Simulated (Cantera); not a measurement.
Input: 1 mol CH3Cl, 0.78 mol F2, 6.6 mol H2, at 2.90 Pa.

Method: chemical equilibrium by Gibbs-energy minimisation in Cantera with the NASA 1993 tables (ideal gas, pure condensed phases). Candidate condensed phases: C, C6H6, C7H8, C8H18; 118 gas species. Kinetics and transport are ignored.

**Question.** Which condensed phases are stable at each of these points (T (°C)): 1202, 1302, 1402, 1502, 1602, 1702, 1802, 1902, 2002, 2102, 2202, 2302?

**Answer.** 
```csv
T (°C),condensed phases,C condensed (%)
1202,C(graphite),100.0
1302,C(graphite),100.0
1402,C(graphite),99.9
1502,C(graphite),99.8
1602,C(graphite),99.6
1702,C(graphite),99.2
1802,C(graphite),98.7
1902,C(graphite),97.9
2002,C(graphite),95.9
2102,C(graphite),84.9
2202,C(graphite),27.5
2302,gas only,0.0
```

From 1202 °C to 2202 °C the condensed part is C(graphite). At 2302 °C nothing is condensed.
